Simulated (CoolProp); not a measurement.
Vapour-liquid equilibrium of n-butane (1) + cis-2-butene (2) at 6.75 °C; x and y are mole fractions of (1).

The numbers come from the multi-fluid Helmholtz-energy mixture model, Bücker 2006 and Lemmon 2005; pair parameters Bell 2016 in CoolProp.

**Question.** Give the bubble pressure and the first vapour's composition at x = 0.45, 0.55, 0.85. Is there an azeotrope?

**Answer.** x = 0.45: 0.1248 MPa, y = 0.486; x = 0.55: 0.1265 MPa, y = 0.581; x = 0.85: 0.1306 MPa, y = 0.861. No azeotrope shows between x = 0.05 and 0.95.

Pair parameters are fitted to limited data, so mixtures are less certain than the pure fluids.
